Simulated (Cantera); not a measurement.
Charge: 1 mol Si₂H₆, 15 mol O₂, held at 0.840 bar.

Cantera equilibrium calculation (NASA polynomials, part measured and part estimated; ideal gas, pure solids and liquids). Candidate condensed phases: H₂O, Si, SiO₂; 18 gas species. The feed counts by its element totals alone. The tables hold silica as quartz up to 1696 K and as liquid above; real silica turns to tridymite and cristobalite and melts near 1996 K. Gases not in the tables: Si(OH)₄. Kinetics and transport are ignored.

Problem. Which condensed phases are stable at each of these points (T (K)): 550, 650, 750, 850, 950, 1050, 1150, 1250, 1350, 1450, 1550?

Solution. 
```json
[
 {"T (K)": "550", "condensed phases": "SiO₂(α-quartz)", "Si condensed (%)": "100.0"},
 {"T (K)": "650", "condensed phases": "SiO₂(α-quartz)", "Si condensed (%)": "100.0"},
 {"T (K)": "750", "condensed phases": "SiO₂(α-quartz)", "Si condensed (%)": "100.0"},
 {"T (K)": "850", "condensed phases": "SiO₂(β-quartz)", "Si condensed (%)": "100.0"},
 {"T (K)": "950", "condensed phases": "SiO₂(β-quartz)", "Si condensed (%)": "100.0"},
 {"T (K)": "1050", "condensed phases": "SiO₂(β-quartz)", "Si condensed (%)": "100.0"},
 {"T (K)": "1150", "condensed phases": "SiO₂(β-quartz)", "Si condensed (%)": "100.0"},
 {"T (K)": "1250", "condensed phases": "SiO₂(β-quartz)", "Si condensed (%)": "100.0"},
 {"T (K)": "1350", "condensed phases": "SiO₂(β-quartz)", "Si condensed (%)": "100.0"},
 {"T (K)": "1450", "condensed phases": "SiO₂(β-quartz)", "Si condensed (%)": "100.0"},
 {"T (K)": "1550", "condensed phases": "SiO₂(β-quartz)", "Si condensed (%)": "100.0"}
]
```

From 550 K to 750 K the condensed part is SiO₂(α-quartz). From 850 K to 1550 K the condensed part is SiO₂(β-quartz).
